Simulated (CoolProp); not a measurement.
Dodecamethylcyclohexasiloxane (D6) along the isobar 0.626 MPa: fugacity coefficient from the reference equation and from simpler models built on Tc = 645.8 K, pc = 0.9614 MPa, ω = 0.736; each cubic takes its own stable root.

Computed with CoolProp (reference Helmholtz-energy equation of state, Colonna 2008). It is a short technical equation, of lower accuracy than the large ones.

```csv
T (K),phase,reference,van der Waals,Soave-Redlich-Kwong,Peng-Robinson
335.2,liquid,0.0001221,0.06259,0.0001278,0.0001591
358.9,liquid,0.0005573,0.09370,0.0005671,0.0006668
382.7,liquid,0.001999,0.1333,0.002008,0.002256
406.4,liquid,0.005850,0.1813,0.005860,0.006353
430.1,liquid,0.01458,0.2377,0.01466,0.01545
453.9,liquid,0.03192,0.3024,0.03234,0.03333
477.6,liquid,0.06237,0.3742,0.06380,0.06461
501.3,liquid,0.1111,0.4524,0.1147,0.1147
525.1,liquid,0.1830,0.5363,0.1909,0.1889
548.8,liquid,0.2811,0.6235,0.2956,0.2903
572.5,liquid,0.4064,0.7125,0.4300,0.4201
596.3,liquid,0.5572,0.7639,0.5913,0.5760
620,gas,0.7104,0.7865,0.7428,0.7248
```

At some of these states van der Waals gives the other phase, because its saturation line lies elsewhere.
